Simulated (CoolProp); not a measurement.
Properties of CHF3 (R23) along the isobar 6.04 MPa.

Model: reference Helmholtz-energy equation of state, Penoncello 2003, in CoolProp.

| T (°C) | phase | cv (kJ/(kg K)) | isothermal compressibility (1/MPa) | expansivity (1/kK) | conductivity (mW/(m K)) |
|---|---|---|---|---|---|
| -18.85 | liquid | 0.7440 | 0.005738 | 4.278 | 95.7 |
| -7.05 | liquid | 0.7563 | … | 5.184 | 88.7 |
| 4.75 | liquid | 0.7728 | … | 6.742 | 81.2 |
| 16.55 | liquid | 0.7975 | 0.02680 | 10.13 | 72.5 |
| 28.45 | supercritical | … | 0.1031 | 24.75 | 59.9 |
| 40.25 | supercritical | 0.9231 | 0.6085 | 52.53 | 33.5 |
| 52.05 | supercritical | 0.8338 | 0.3370 | 18.46 | 28.2 |
| 63.85 | supercritical | 0.7977 | 0.2712 | 11.69 | 26.8 |
| 75.65 | supercritical | 0.7833 | 0.2410 | 8.782 | 26.3 |
| 87.45 | supercritical | 0.7795 | … | 7.140 | 26.1 |
| 99.25 | supercritical | 0.7817 | … | 6.073 | 26.1 |
| 111.05 | supercritical | 0.7873 | 0.2031 | 5.319 | 26.3 |

Question: Complete the blanks.

Answer: 
- -7.05, isothermal compressibility (1/MPa): 0.008339
- 4.75, isothermal compressibility (1/MPa): 0.01347
- 28.45, cv (kJ/(kg K)): 0.8504
- 87.45, isothermal compressibility (1/MPa): 0.2233
- 99.25, isothermal compressibility (1/MPa): 0.2115

Thermal conductivity comes from a separate model (Shan 2000).
